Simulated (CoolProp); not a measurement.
Vapour-liquid equilibrium of dimethyl ether (1) + R227EA (2) at 103 kPa; x and y are mole fractions of (1).

Model: multi-fluid Helmholtz-energy mixture model, Wu 2011 and Lemmon 2016; pair parameters Bell 2016, in CoolProp.

Problem. Give the bubble temperature and the first vapour's composition at x = 0.35, 0.65, 0.85. Is there an azeotrope?

Solution. x = 0.35: 261.9 K, y = 0.371; x = 0.65: 256.4 K, y = 0.813; x = 0.85: 251.6 K, y = 0.948. y crosses x between x = 0.25 and 0.35: the model has an azeotrope there.

The pair parameters rest on a limited set of measurements; away from them the model extrapolates.
